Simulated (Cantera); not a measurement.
## Stirred combustor or abatement burner

A perfectly stirred reactor is fed with CH4 : H2 : O2 : N2 = 1 : 0.41 : 2.62 : 9.87 (molar parts), equivalence ratio 0.84, at 1.10 bar; it is adiabatic with a 775 K inlet, and is followed from long to short residence time, starting on the burning branch (τ in s: 0.03, 0.01, 0.0034, 0.0012, 0.00039, 0.00013, 4.5e-05, 1.5e-05, 5.2e-06).

Detailed kinetics in Cantera: GRI-Mech 3.0 (53 species, 325 reactions).

| τ (s) | T (K) | x CH4 | x H2 | x O2 | x HCN | x C2H | x HO2 | x CH3 |
|---|---|---|---|---|---|---|---|---|
| 0.030 | 2354 | 3.43e-6 | 0.00303 | 0.0313 | 2.19e-7 | 1.69e-12 | 3.13e-6 | 1.73e-6 |
| 0.010 | 2338 | 9.03e-6 | 0.00360 | 0.0326 | 2.89e-7 | 9.98e-12 | 3.29e-6 | 4.44e-6 |
| 0.0034 | 2298 | 2.13e-5 | 0.00488 | 0.0344 | 3.20e-7 | 3.95e-11 | 3.71e-6 | 9.86e-6 |
| 0.0012 | 2230 | 4.62e-5 | 0.00701 | 0.0368 | 3.42e-7 | 1.10e-10 | 4.96e-6 | 1.95e-5 |
| 0.00039 | 2130 | 0.000111 | 0.00995 | 0.0403 | 4.09e-7 | 3.19e-10 | 7.97e-6 | 4.09e-5 |
| 0.00013 | 2017 | 0.000297 | 0.0129 | 0.0447 | 5.78e-7 | 1.08e-9 | 1.34e-5 | 9.27e-5 |
| 4.5e-5 | 1902 | 0.000949 | 0.0157 | 0.0525 | 1.02e-6 | 5.06e-9 | 2.46e-5 | 0.000248 |
| 1.5e-5 | 775 | 0.0719 | 0.0295 | 0.188 | <1e-12 | <1e-12 | <1e-12 | <1e-12 |
| 5.2e-6 | 775 | 0.0719 | 0.0295 | 0.188 | <1e-12 | <1e-12 | <1e-12 | <1e-12 |
x: mole fraction; the columns are a selection and need not sum to one.
